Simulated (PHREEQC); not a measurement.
**Brine**

Dissolve 4.9 mol HCl and 3.4 mol LiCl per kg of water at 25 °C. Closed to the air; pH follows from the charge balance.

Computed with PHREEQC (Pitzer model, pitzer.dat).

| Item | Value |
|---|---|
| pH | -2.55 |
| ionic strength | 8.30 mol/kgw |
| activity of water | 0.508 |
| density | 1.128 g/cm³ |
| osmotic coefficient | 2.266 |
| total alkalinity | -4900 meq/kg |

```tsv
species	molality	activity	log γ
Cl-	8.30	5.57	-0.174
H+	4.90	351	1.855
Li+	3.40	188	1.742
```

Precipitation was switched off in this run. Species that the database lacks are ignored. In brines, pH and single-ion activities rest on the MacInnes convention.
